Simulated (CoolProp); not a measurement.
Vapour-liquid equilibrium of dimethyl ether (1) + R134a (2) at -65.55 °C; x and y are mole fractions of (1).

The numbers come from the multi-fluid Helmholtz-energy mixture model, Wu 2011 and Tillner-Roth 1994; pair parameters Bell 2016 in CoolProp.

```json
[
 {"x": "0.05", "bubble pressure, mixture model (bar)": "0.1081", "bubble pressure, Raoult's law (bar)": "0.1098", "y, mixture model": "0.038", "y, Raoult's law": "0.052"},
 {"x": "0.2", "bubble pressure, mixture model (bar)": "0.1040", "bubble pressure, Raoult's law (bar)": "0.1104", "y, mixture model": "0.166", "y, Raoult's law": "0.206"},
 {"x": "0.35", "bubble pressure, mixture model (bar)": "0.1011", "bubble pressure, Raoult's law (bar)": "0.1110", "y, mixture model": "0.322", "y, Raoult's law": "0.359"},
 {"x": "0.5", "bubble pressure, mixture model (bar)": "0.09983", "bubble pressure, Raoult's law (bar)": "0.1117", "y, mixture model": "0.499", "y, Raoult's law": "0.509"},
 {"x": "0.65", "bubble pressure, mixture model (bar)": "0.1011", "bubble pressure, Raoult's law (bar)": "0.1123", "y, mixture model": "0.681", "y, Raoult's law": "0.659"},
 {"x": "0.8", "bubble pressure, mixture model (bar)": "0.1051", "bubble pressure, Raoult's law (bar)": "0.1129", "y, mixture model": "0.845", "y, Raoult's law": "0.806"},
 {"x": "0.95", "bubble pressure, mixture model (bar)": "0.1113", "bubble pressure, Raoult's law (bar)": "0.1136", "y, mixture model": "0.969", "y, Raoult's law": "0.952"}
]
```

The largest gap from Raoult's law is -10.6 % in bubble pressure, at x = 0.5. y crosses x between x = 0.5 and 0.65: the model has an azeotrope there.

Pair parameters are fitted to limited data, so mixtures are less certain than the pure fluids.
